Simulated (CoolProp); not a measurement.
Vapour-liquid equilibrium of benzene (1) + ethylbenzene (2) at 1.62 MPa; x and y are mole fractions of (1).

Model: multi-fluid Helmholtz-energy mixture model, Thol 2012 and Zhou 2012; pair parameters Bell 2016, in CoolProp.

```csv
x,bubble temperature (K),y at the bubble point,dew temperature at overall composition x (K),liquid density (mol/L)
0.05,…,…,552.1,…
0.2,537.9,0.319,544.4,…
0.35,525.7,0.517,536.1,6.362
0.5,514.0,0.679,526.8,6.780
0.65,503.0,0.808,516.3,7.212
0.8,492.8,…,…,7.657
0.95,…,0.980,487.6,…
```

Task: What belongs in the gaps?

Result: 
- 0.05, bubble temperature (K): 550.3
- 0.05, y at the bubble point: 0.085
- 0.05, liquid density (mol/L): 5.574
- 0.2, liquid density (mol/L): 5.960
- 0.8, y at the bubble point: 0.906
- 0.8, dew temperature at overall composition x (K): 503.7
- 0.95, bubble temperature (K): 483.5
- 0.95, liquid density (mol/L): 8.109

No azeotrope shows between x = 0.05 and 0.95.

Pair parameters are fitted to limited data, so mixtures are less certain than the pure fluids.
